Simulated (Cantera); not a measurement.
A closed system holds: 1 mol Ta(OEt)₅, 0.35 mol H₂O, 120 mol H₂, 0.59 mol O₂, equilibrated at 2048 K and 4.80 Torr.

Cantera equilibrium calculation (NASA polynomials, part measured and part estimated; ideal gas, pure solids and liquids). Candidate condensed phases: C, C₆H₆, C₇H₈, C₈H₁₈, H₂O, Ta, TaC, Ta₂O₅; 113 gas species. The feed counts by its element totals alone. TaC: taken at fixed stoichiometry. Condensed phases not in the tables: Ta₂C. Kinetics and transport are ignored.

Task: What is the equilibrium state?

Result: 
```json
{
  "x(H₂)": "0.926",
  "x(CO)": "0.0462",
  "x(H)": "0.0269",
  "x(C₂H₂ (acetylene))": "0.000971",
  "x(CH₄)": "2.06e-6",
  "x(CH₃)": "1.18e-6",
  "n(C(graphite))": "2.19 mol",
  "n(TaC(s))": "1.00 mol",
  "gas_amount": "141.3 mol",
  "log10 activity of Ta(s) (absent)": "-3.58",
  "log10 activity of Ta₂O₅(s) (absent)": "-31.62"
}
```
